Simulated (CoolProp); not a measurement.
The numbers come from the reference Helmholtz-energy equation of state, de Reuck 1990 in CoolProp.

Task: Give the vapour pressure (kPa), liquid density (kg/m³), enthalpy of vaporisation (kJ/kg) of saturated fluorine at 103.5, 139.5 K.

Result: 
```csv
T (K),p (kPa),liquid density (kg/m³),enthalpy of vaporisation (kJ/kg)
103.5,562,1360,154
139.5,4240,904,67.7
```
